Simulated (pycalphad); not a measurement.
Source of the numbers: pycalphad with the COST 507 light-alloy database (1999); pressure 1 atm. No gas phase is included, though pure Mg would boil below 1400 K. The database dates from 1999; later assessments differ in places, in temperatures and in the compounds included. Amounts are mole fractions of atoms.

Task: Give the equilibrium state of Si-0.48Mg (at.%) at 925 K.

Result: 
```
T = 925.00 K, P = 101325 Pa, N = 1 mol of atoms
G = -27111 J/mol, H = 14827 J/mol, S = 45.34 J/(mol K)  (SER reference)
chemical potentials (J/mol): Si -26908, Mg -69167
phase             fraction      x(Si)      x(Mg)
DIAMOND_A4          0.9928     1.0000       none
MG2SI               0.0072     0.3333     0.6667
```

Task: Give the equilibrium state of Si-0.48Mg (at.%) at 1400 K.

Result: 
```
T = 1400.00 K, P = 101325 Pa, N = 1 mol of atoms
G = -51498 J/mol, H = 28064 J/mol, S = 56.83 J/(mol K)  (SER reference)
chemical potentials (J/mol): Si -51222, Mg -108894
phase             fraction      x(Si)      x(Mg)
DIAMOND_A4          0.9863     1.0000       none
LIQUID              0.0137     0.6490     0.3510
```

Database names, with the compositions (at.%) that they take in these runs: MG2SI: Mg 67 Si 33. DIAMOND_A4 is diamond (Si). An entry "none" or "no" means that the model of the phase leaves that element out.
